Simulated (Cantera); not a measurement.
## Equilibrium for metals in furnace atmospheres: Pb + CO2 + H2

Feed: 1 mol Pb, 6.4 mol CO2, 2.8 mol H2, equilibrated at 1000 K and 0.0133 bar.

Method: chemical equilibrium by Gibbs-energy minimisation in Cantera with the NASA 1993 tables (ideal gas, pure condensed phases). Candidate condensed phases: C, C6H6, C7H8, C8H18, H2O, Pb, PbO, PbO2, Pb3O4; 113 gas species. The numbers say what is thermodynamically allowed, not how fast it happens.

```yaml
x(CO2): 0.500
x(CO): 0.195
x(H2O): 0.195
x(H2): 0.109
x(Pb): 0.00121
n(Pb(l)): 0.989 mol
gas_amount: 9.211 mol
log10 activity of C(graphite) (absent): -3.24
log10 activity of PbO2(s) (absent): -15.52
```
